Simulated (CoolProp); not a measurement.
A Linde-Hampson liquefier for normal hydrogen: isothermal reversible compression at 250 K from 1 atm to 40 MPa, throttling to 1 atm, return gas leaving the recuperator 5 K below the feed. Each further row changes one setting.

Model: reference Helmholtz-energy equation of state, Leachman 2009, in CoolProp.

```
case                        compression work (kJ/kg of gas)
--------------------------  -------------------------------
as stated                                              6450
high pressure 80 MPa                                   7480
warm-end temperature 280 K                             7200
warm-end gap 10 K                                      6450
```
